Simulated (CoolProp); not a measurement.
Vapour-liquid equilibrium of n-pentane (1) + toluene (2) at 215 kPa; x and y are mole fractions of (1).

Model: multi-fluid Helmholtz-energy mixture model, Thol 2019 and Lemmon 2006; pair parameters Bell 2016, in CoolProp.

```json
[
 {"x": "0.05", "bubble temperature (K)": "400.2", "y at the bubble point": "0.286", "dew temperature at overall composition x (K)": "410.6", "liquid density (mol/L)": "(withheld)"},
 {"x": "0.2", "bubble temperature (K)": "375.4", "y at the bubble point": "0.681", "dew temperature at overall composition x (K)": "(withheld)", "liquid density (mol/L)": "8.364"},
 {"x": "0.35", "bubble temperature (K)": "(withheld)", "y at the bubble point": "0.824", "dew temperature at overall composition x (K)": "397.0", "liquid density (mol/L)": "8.389"},
 {"x": "0.5", "bubble temperature (K)": "352.2", "y at the bubble point": "0.893", "dew temperature at overall composition x (K)": "(withheld)", "liquid density (mol/L)": "8.358"},
 {"x": "0.65", "bubble temperature (K)": "345.4", "y at the bubble point": "0.935", "dew temperature at overall composition x (K)": "378.0", "liquid density (mol/L)": "8.297"},
 {"x": "0.8", "bubble temperature (K)": "339.8", "y at the bubble point": "(withheld)", "dew temperature at overall composition x (K)": "364.0", "liquid density (mol/L)": "(withheld)"},
 {"x": "0.95", "bubble temperature (K)": "334.8", "y at the bubble point": "0.992", "dew temperature at overall composition x (K)": "(withheld)", "liquid density (mol/L)": "(withheld)"}
]
```

Task: Complete the blanks.

Result: 
- 0.05, liquid density (mol/L): 8.220
- 0.2, dew temperature at overall composition x (K): 404.2
- 0.35, bubble temperature (K): 361.4
- 0.5, dew temperature at overall composition x (K): 388.5
- 0.8, y at the bubble point: 0.966
- 0.8, liquid density (mol/L): 8.219
- 0.95, dew temperature at overall composition x (K): 342.8
- 0.95, liquid density (mol/L): 8.132

No azeotrope shows between x = 0.05 and 0.95.

Pair parameters are fitted to limited data, so mixtures are less certain than the pure fluids.
